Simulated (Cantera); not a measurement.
An adiabatic, constant-volume homogeneous reactor starts with 4.87 % CH4, 0.487 % C2H6, 12.3 % O2, 82.3 % N2, at 1750 K and 1000000 Pa.

Detailed kinetics in Cantera: GRI-Mech 3.0 (53 species, 325 reactions).

Q: Predict: time of steepest temperature rise; temperature at 0.200 s; equilibrium temperature; x(O2) at 0.200 s; x(H) at 0.200 s.

A: 
| Property | Value |
|---|---|
| time of steepest temperature rise | 12.8 µs |
| temperature at 0.200 s | 2893 K |
| equilibrium temperature | 2893 K |
| x(O2) at 0.200 s | 0.0128 (gas-phase equilibrium 0.0128) |
| x(H) at 0.200 s | 0.00222 (gas-phase equilibrium 0.00222) |
